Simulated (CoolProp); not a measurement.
Properties of n-perfluorobutane along the isotherm 429.1 K (Tc = 386.3 K, pc = 2322 kPa, ω = 0.372).

Computed with CoolProp (reference Helmholtz-energy equation of state, Gao 2022).

```json
[
 {"p (kPa)": "31.6", "phase": "gas", "Z": "0.9970", "speed of sound (m/s)": "124.4", "isothermal compressibility (1/MPa)": "31.74", "expansivity (1/kK)": "2.357", "fugacity coefficient": "0.9970"},
 {"p (kPa)": "47.7", "phase": "gas", "Z": "0.9955", "speed of sound (m/s)": "124.2", "isothermal compressibility (1/MPa)": "21.06", "expansivity (1/kK)": "2.370", "fugacity coefficient": "0.9955"},
 {"p (kPa)": "72", "phase": "gas", "Z": "0.9931", "speed of sound (m/s)": "123.9", "isothermal compressibility (1/MPa)": "13.99", "expansivity (1/kK)": "2.391", "fugacity coefficient": "0.9932"},
 {"p (kPa)": "109", "phase": "gas", "Z": "0.9896", "speed of sound (m/s)": "(withheld)", "isothermal compressibility (1/MPa)": "9.272", "expansivity (1/kK)": "2.423", "fugacity coefficient": "0.9897"},
 {"p (kPa)": "164", "phase": "gas", "Z": "0.9843", "speed of sound (m/s)": "122.9", "isothermal compressibility (1/MPa)": "6.196", "expansivity (1/kK)": "2.471", "fugacity coefficient": "0.9845"},
 {"p (kPa)": "247", "phase": "gas", "Z": "0.9762", "speed of sound (m/s)": "122.0", "isothermal compressibility (1/MPa)": "4.149", "expansivity (1/kK)": "2.548", "fugacity coefficient": "0.9767"},
 {"p (kPa)": "373", "phase": "gas", "Z": "0.9637", "speed of sound (m/s)": "120.6", "isothermal compressibility (1/MPa)": "2.785", "expansivity (1/kK)": "2.671", "fugacity coefficient": "0.9648"},
 {"p (kPa)": "562", "phase": "gas", "Z": "0.9445", "speed of sound (m/s)": "(withheld)", "isothermal compressibility (1/MPa)": "1.889", "expansivity (1/kK)": "(withheld)", "fugacity coefficient": "0.9471"},
 {"p (kPa)": "848", "phase": "gas", "Z": "0.9143", "speed of sound (m/s)": "114.9", "isothermal compressibility (1/MPa)": "1.297", "expansivity (1/kK)": "3.233", "fugacity coefficient": "0.9204"},
 {"p (kPa)": "1280", "phase": "gas", "Z": "0.8659", "speed of sound (m/s)": "109.2", "isothermal compressibility (1/MPa)": "0.9154", "expansivity (1/kK)": "3.923", "fugacity coefficient": "0.8804"},
 {"p (kPa)": "1930", "phase": "gas", "Z": "0.7861", "speed of sound (m/s)": "100.1", "isothermal compressibility (1/MPa)": "0.6828", "expansivity (1/kK)": "5.488", "fugacity coefficient": "0.8209"},
 {"p (kPa)": "2910", "phase": "supercritical", "Z": "0.6505", "speed of sound (m/s)": "86.55", "isothermal compressibility (1/MPa)": "0.5666", "expansivity (1/kK)": "10.09", "fugacity coefficient": "0.7330"},
 {"p (kPa)": "4390", "phase": "supercritical", "Z": "0.4714", "speed of sound (m/s)": "84.44", "isothermal compressibility (1/MPa)": "(withheld)", "expansivity (1/kK)": "17.23", "fugacity coefficient": "0.6109"},
 {"p (kPa)": "6630", "phase": "supercritical", "Z": "(withheld)", "speed of sound (m/s)": "138.2", "isothermal compressibility (1/MPa)": "0.07827", "expansivity (1/kK)": "7.710", "fugacity coefficient": "0.4892"},
 {"p (kPa)": "10000", "phase": "supercritical", "Z": "0.6261", "speed of sound (m/s)": "(withheld)", "isothermal compressibility (1/MPa)": "0.02843", "expansivity (1/kK)": "4.228", "fugacity coefficient": "(withheld)"}
]
```

Fill in the missing entries.


- 109, speed of sound (m/s): 123.5
- 562, speed of sound (m/s): 118.4
- 562, expansivity (1/kK): 2.875
- 4390, isothermal compressibility (1/MPa): 0.3569
- 6630, Z: 0.4845
- 10000, speed of sound (m/s): 203.9
- 10000, fugacity coefficient: 0.4063
